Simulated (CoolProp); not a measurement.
Propylene along the isotherm 204.6 K: fugacity coefficient from the reference equation and from simpler models built on Tc = 364.2 K, pc = 45.55 bar, ω = 0.146; each cubic takes its own stable root.

The numbers come from the reference Helmholtz-energy equation of state, Lemmon 2013 in CoolProp.

```
p (bar)   phase  reference  van der Waals  Peng-Robinson
-------  ------  ---------  -------------  -------------
5.26     liquid    0.06667         0.4832        0.06821
10.5     liquid    0.03409         0.2500        0.03483
15.8     liquid    0.02312         0.1717        0.02360
21       liquid    0.01775         0.1333        0.01810
26.3     liquid    0.01447         0.1100        0.01473
31.5     liquid    0.01233        0.09479        0.01254
36.8     liquid    0.01077        0.08381        0.01094
42       liquid   0.009629        0.07579       0.009772
47.3     liquid   0.008727        0.06950       0.008846
52.6     liquid   0.008010        0.06454       0.008110
57.8     liquid   0.007438        0.06061       0.007522
63.1     liquid   0.006954        0.05733       0.007024
68.3     liquid   0.006555        0.05465       0.006613
```
